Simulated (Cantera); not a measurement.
**Catalytic stagnation flow on Pt**

A jet of CH₄ : O₂ : N₂ = 0.071 : 0.063 : 0.79 (molar parts) at 300 K and 50.3 Torr hits a platinum plate 2 cm away at a mass flux of 0.091 kg/m²/s; the plate temperature is set and raised in steps from an oxygen-covered start.

Computed with Cantera and Deutschmann's 1995 Pt surface mechanism with GRI-Mech 3.0 gas chemistry. Catalytic surfaces can have several steady states; this one follows from the mechanism file's or the stated starting coverage.

```csv
plate T (K),wall x CH₄,wall x O₂,wall x H₂O,wall x OH,wall x CO,wall x CO₂,θ free Pt,θ H*,θ CO*,θ C*
950,0.0342,0.0110,0.0598,<1e-8,0.0444,4.60e-5,0.460,0.00165,0.0857,0.453
1000,0.0257,0.00791,0.0569,<1e-8,0.0530,7.38e-5,0.571,0.00207,0.0696,0.357
1050,0.0170,0.00516,0.0533,<1e-8,0.0618,0.000193,0.742,0.00237,0.0651,0.190
1100,0.0128,0.00397,0.0510,<1e-8,0.0658,0.000514,0.877,0.00232,0.0491,0.0715
1150,0.0114,0.00364,0.0498,<1e-8,0.0667,0.00108,0.940,0.00208,0.0308,0.0267
```
x: mole fraction at the wall; θ: surface coverage.
